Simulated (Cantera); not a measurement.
An isothermal, constant-pressure homogeneous reactor starts with 70.4 % CH₄, 29.6 % CO₂, at 1375 K and 760 Torr.

Detailed kinetics in Cantera: GRI-Mech 3.0 (53 species, 325 reactions). GRI-Mech 3.0 stops at C3 and has no aromatics, soot or wall deposition, so with more carbon than oxygen in the feed, carbon stays in small species such as C2H2 where larger ones or solid carbon would form.

Q: Predict: x(CH₄) at 20.0 s; x(CO₂) at 20.0 s; x(C₂H₂) at 20.0 s; x(C₂H₆) at 20.0 s.

A: 
| Quantity | Value |
|---|---|
| x(CH₄) at 20.0 s | 0.203 (gas-phase equilibrium 0.170) |
| x(CO₂) at 20.0 s | 0.0529 (gas-phase equilibrium 1.57e-6) |
| x(C₂H₂) at 20.0 s | 0.111 (gas-phase equilibrium 0.0237) |
| x(C₂H₆) at 20.0 s | 0.000250 (gas-phase equilibrium 0.000129) |
